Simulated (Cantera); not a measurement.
An adiabatic, constant-pressure homogeneous reactor starts with CO : H2 : O2 : N2 = 1 : 0.51 : 0.839 : 7.55 (molar parts), equivalence ratio 0.90, at 1225 K and 120000 Pa.

Cantera simulation using GRI-Mech 3.0 (53 species, 325 reactions); the numbers are that mechanism's predictions, not measurements.

x: mole fraction; the columns are a selection and need not sum to one.

```json
[
 {"t (s)": "2.00e-6", "T (K)": "1225", "x CO": "0.101", "x H2": "0.0515", "x O2": "0.0848", "x CO2": "1.61e-9", "x NO2": "<1e-12", "x NO": "<1e-12"},
 {"t (s)": "4.93e-6", "T (K)": "1225", "x CO": "0.101", "x H2": "0.0515", "x O2": "0.0848", "x CO2": "4.68e-9", "x NO2": "<1e-12", "x NO": "<1e-12"},
 {"t (s)": "1.21e-5", "T (K)": "1225", "x CO": "0.101", "x H2": "0.0515", "x O2": "0.0848", "x CO2": "2.05e-8", "x NO2": "<1e-12", "x NO": "<1e-12"},
 {"t (s)": "2.99e-5", "T (K)": "1225", "x CO": "0.101", "x H2": "0.0515", "x O2": "0.0848", "x CO2": "5.37e-7", "x NO2": "<1e-12", "x NO": "<1e-12"},
 {"t (s)": "7.37e-5", "T (K)": "1257", "x CO": "0.0988", "x H2": "0.0384", "x O2": "0.0772", "x CO2": "0.00244", "x NO2": "1.70e-11", "x NO": "5.64e-8"},
 {"t (s)": "0.000182", "T (K)": "1823", "x CO": "0.0418", "x H2": "0.00580", "x O2": "0.0293", "x CO2": "0.0632", "x NO2": "(withheld)", "x NO": "3.67e-5"},
 {"t (s)": "0.000447", "T (K)": "2054", "x CO": "0.0299", "x H2": "0.00361", "x O2": "0.0232", "x CO2": "0.0770", "x NO2": "(withheld)", "x NO": "7.63e-5"},
 {"t (s)": "0.00110", "T (K)": "2178", "x CO": "0.0201", "x H2": "0.00215", "x O2": "0.0185", "x CO2": "0.0878", "x NO2": "(withheld)", "x NO": "0.000130"},
 {"t (s)": "0.00271", "T (K)": "2253", "x CO": "0.0130", "x H2": "0.00128", "x O2": "0.0150", "x CO2": "0.0955", "x NO2": "(withheld)", "x NO": "0.000228"},
 {"t (s)": "0.00669", "T (K)": "2286", "x CO": "0.00944", "x H2": "0.000907", "x O2": "0.0133", "x CO2": "0.0992", "x NO2": "(withheld)", "x NO": "0.000399"},
 {"t (s)": "0.0165", "T (K)": "2290", "x CO": "0.00887", "x H2": "0.000850", "x O2": "0.0128", "x CO2": "0.0998", "x NO2": "(withheld)", "x NO": "0.000743"},
 {"t (s)": "0.0406", "T (K)": "2289", "x CO": "0.00889", "x H2": "0.000852", "x O2": "0.0125", "x CO2": "0.0998", "x NO2": "(withheld)", "x NO": "0.00145"},
 {"t (s)": "0.100", "T (K)": "2286", "x CO": "0.00893", "x H2": "0.000858", "x O2": "0.0120", "x CO2": "0.0998", "x NO2": "(withheld)", "x NO": "0.00257"}
]
```

**Question.** Fill in the missing entries.

**Answer.** 
- 0.000182, x NO2: 6.81e-9
- 0.000447, x NO2: 1.60e-8
- 0.00110, x NO2: 3.32e-8
- 0.00271, x NO2: 6.81e-8
- 0.00669, x NO2: 1.23e-7
- 0.0165, x NO2: 2.27e-7
- 0.0406, x NO2: 4.38e-7
- 0.100, x NO2: 7.63e-7
